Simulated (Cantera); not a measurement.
Cantera run, input and output.

```python
import numpy as np
import cantera as ct

gas = ct.Solution("gri30.yaml")
gas.TPX = 1100, 42000, {'H2': 0.63, 'O2': 1, 'N2': 5}
reactor = ct.IdealGasConstPressureReactor(gas, energy="off", clone=False)
net = ct.ReactorNet([reactor])
net.rtol, net.atol = 1e-08, 1e-18
show = ['H2', 'O2', 'H', 'H2O2', 'NO']
times = np.geomspace(0.0002, 8, 10)

steps = ct.SolutionArray(gas, extra=["t"])
rows = []
print(f"{'t/s':>10s}{'T/K':>9s}{'P/Pa':>11s}" + "".join(f"{s:>11s}" for s in show))
for t in times:
    while net.time < t:
        t_next = net.step()
        steps.append(gas.state, t=t_next)
    rows.append([np.interp(t, steps.t, y) for y in (steps.T, steps.P, *steps(*show).X.T)])
    print(f"{t:10.3e}{rows[-1][0]:9.1f}{rows[-1][1]:11.4g}" + "".join(f"{x:11.3e}" for x in rows[-1][2:]))
rate = np.gradient(steps.T, steps.t)
print("integrator steps:", len(steps.t))
if steps.T.max() > steps.T[0] + 200:
    print(f"time of steepest temperature rise: {steps.t[rate.argmax()]:.4e} s")
gas.TPX = 1100, 42000, {'H2': 0.63, 'O2': 1, 'N2': 5}
gas.equilibrate("TP")
print(f"equilibrium (TP): T = {gas.T:.1f} K  " + "  ".join(f"{s} {gas[s].X[0]:.3e}" for s in show))
```

Output:

```
       t/s      T/K       P/Pa         H2         O2          H       H2O2         NO
 2.000e-04   1100.0    4.2e+04  9.345e-02  1.501e-01  7.019e-04  2.393e-07  1.130e-10
 6.492e-04   1100.0    4.2e+04  1.408e-03  1.087e-01  2.361e-04  3.476e-06  1.558e-06
 2.107e-03   1100.0    4.2e+04  1.895e-04  1.085e-01  4.596e-06  1.110e-06  1.529e-06
 6.840e-03   1100.0    4.2e+04  2.455e-05  1.085e-01  2.313e-07  2.880e-07  1.493e-06
 2.220e-02   1100.0    4.2e+04  1.819e-06  1.085e-01  1.099e-08  6.831e-08  1.497e-06
 7.207e-02   1100.0    4.2e+04  9.802e-08  1.085e-01  7.701e-10  1.646e-08  1.526e-06
 2.339e-01   1100.0    4.2e+04  1.396e-08  1.085e-01  9.447e-11  4.531e-09  1.547e-06
 7.593e-01   1100.0    4.2e+04  3.661e-09  1.085e-01  1.480e-11  1.367e-09  1.556e-06
 2.465e+00   1100.0    4.2e+04  1.201e-09  1.085e-01  2.913e-12  4.552e-10  1.556e-06
 8.000e+00   1100.0    4.2e+04  6.685e-10  1.085e-01  1.152e-12  2.202e-10  1.549e-06
integrator steps: 1616
equilibrium (TP): T = 1100.0 K  H2 6.201e-10  O2 1.084e-01  H 1.000e-12  H2O2 1.924e-10  NO 6.157e-05
```

Computed with Cantera and GRI-Mech 3.0 (53 species, 325 reactions). The temperature is held fixed by assumption; the heat of reaction is taken as removed at once.
